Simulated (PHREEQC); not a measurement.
0.065 g of hydrous ferric oxide (600 m²/g; 0.2 weak and 0.005 strong sites per Fe, Dzombak-Morel constants, diffuse double layer) in 1 kg of water with 0.1 mol/kgw of an inert sodium salt and 0.033 mmol/kgw BaCl2, at 25 °C; the pH is set by adding NaOH or the inert anion's acid. Oxygen alone is held at its pressure in air (log pO2 = -0.68). CO2 from the air is kept out. Precipitation was switched off in this run.

Base run: PHREEQC, ion-association model, wateq4f.dat. Each further column changes one thing. The table gives Ba sorbed (%).

```csv
pH,base,background salt from 0.1 to 0.01 mol/kgw,oxide from 0.065 to 0.33 g/kgw,3.2e-05 mol/kgw SrCl2 added
4,0.0,0.0,0.0,0.0
4.5,0.0,0.0,0.0,0.0
5,0.0,0.0,0.0,0.0
6,0.0,0.0,0.1,0.0
6.5,0.1,0.1,0.4,0.1
7,0.5,0.5,(withheld),0.5
7.5,2.2,2.7,10.6,(withheld)
8,6.4,7.6,29.1,5.3
9,11.8,13.1,56.3,(withheld)
9.5,17.3,25.0,68.4,13.6
10,36.1,55.5,87.5,25.5
```

Task: Complete the blanks.

Result: 
- 7, oxide from 0.065 to 0.33 g/kgw: 2.3
- 7.5, 3.2e-05 mol/kgw SrCl2 added: 2.1
- 9, 3.2e-05 mol/kgw SrCl2 added: 8.9
